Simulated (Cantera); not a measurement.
Feed: 1 mol c-C4F8, 0.12 mol Si, 0.13 mol H2, held at 2748 K and 75.0 Torr.

Equilibrium computed with Cantera from the NASA thermochemical tables; the gas is ideal and each condensed phase is pure. Candidate condensed phases: C, C6H6, C7H8, C8H18, Si, SiC; 113 gas species. The feed counts by its element totals alone. The tables' values for SiF3, C2F4 are old estimates; treat these amounts as uncertain. Gases not in the tables: C2F6 and larger saturated fluorocarbons. Kinetics and transport are ignored.

Problem. What is the equilibrium state?

Solution. 
| Property | Result |
|---|---|
| x(CF2) | 0.434 |
| x(F) | 0.431 |
| x(HF) | 0.0516 |
| x(CF) | 0.0281 |
| x(SiF4) | 0.0235 |
| x(CF4) | 0.0202 |
| x(CF3) | 0.0107 |
| x(SiF3) | 0.000343 |
| x(C3) | 0.000164 |
| n(C(graphite)) | 1.51 mol |
| gas amount | 5.041 mol |
| log10 activity of Si(l) (absent) | -12.69 |
